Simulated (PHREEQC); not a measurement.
Consider water at 30 °C with 0.022 mol HF, 0.24 mol NaF and 0.088 mol H3PO4 per kg of water. Closed to the air; pH follows from the charge balance.

Model: ion-association model, phreeqc.dat, run in PHREEQC.

| quantity | before | after |
|---|---|---|
| pH | 3.25 | 3.37 |
| ionic strength (mol/kgw) | 0.233 | 0.233 |
| Na+ (mol/kgw) | 0.232 | 0.232 |
| F- (mol/kgw) | 0.117 | 0.122 |
| H2PO4- (mol/kgw) | 0.0829 | 0.0840 |
| HF (mol/kgw) | 0.0713 | 0.0565 |

### Question
Which change was made?
A. 0.0072 mol/kgw NaNO3 added
B. diluted 100-fold with water
C. NaF from 0.24 to 0.36 mol/kgw
D. HF left out
E. temperature from 30 to 90 °C

### Answer
D, HF left out

This is a speciation only: nothing precipitates in the calculation.
